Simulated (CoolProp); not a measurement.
Aqueous sodium chloride as a coolant, at 8 °C, 1 atm.

The numbers come from the Melinder's fits for secondary coolants in CoolProp.

```tsv
mass %	freezing point (°C)	density (kg/m³)	conductivity (W/(m K))	cp (kJ/(kg K))	viscosity (mPa s)
2.3	-1.4	1017	0.575	4.060	1.43
4.1	-2.5	1030	0.574	3.963	1.47
6	-3.7	1044	0.572	3.871	1.51
7.9	-5.0	1059	0.571	3.787	1.56
9.7	-6.3	1072	0.569	3.715	1.62
11.6	-7.8	1087	0.568	3.645	1.69
13.5	-9.5	1102	0.566	3.581	1.76
15.4	-11.3	1116	0.564	3.522	1.85
17.2	-13.2	1131	0.563	3.471	1.94
```
